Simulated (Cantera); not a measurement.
A closed system holds: 1 mol PbO, 12 mol CO, a varied amount of H2, held at 675 °C and 360 Torr.

Cantera equilibrium calculation (NASA polynomials, part measured and part estimated; ideal gas, pure solids and liquids). Candidate condensed phases: C, C6H6, C7H8, C8H18, H2O, Pb, PbO, PbO2, Pb3O4; 113 gas species. The numbers say what is thermodynamically allowed, not how fast it happens.

Problem. At 1.8 mol H2, list the 5 most abundant gas species with their mole fractions, and the condensed phases.

Solution. CO 0.570, CO2 0.273, H2 0.124, H2O 0.0327, CH4 0.00126. Condensed: C(graphite) + Pb(l).
